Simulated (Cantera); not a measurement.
Equilibrium for silicon nitride deposition: SiHCl₃ + NH₃ + N₂

Charge: 1 mol SiHCl₃, 12 mol NH₃, a varied amount of N₂, at 1.90 mbar.

Equilibrium computed with Cantera from the NASA thermochemical tables; the gas is ideal and each condensed phase is pure. Candidate condensed phases: NH₄Cl, Si, Si₃N₄; 28 gas species. The tables' values for SiCl₃ are old estimates. Equilibrium is a limit: real reactors are often held back by kinetics, nucleation or transport.

Stable condensed phases:

```
T in °C \ n(N₂) in mol
         12 15 19 24 29 36 45 56
   1600   A  A  A  A  A  A  A  B
   1550   A  A  A  A  A  A  A  A
   1500   A  A  A  A  A  A  A  A
   1450   A  A  A  A  A  A  A  A
   1400   A  A  C  C  C  C  C  C
   1350   C  C  C  C  C  C  C  C
   1300   C  C  C  C  C  C  C  C
   1250   C  C  C  C  C  C  C  C
   1200   C  C  C  C  C  C  C  C
```

A: Si; B: gas only; C: Si₃N₄.
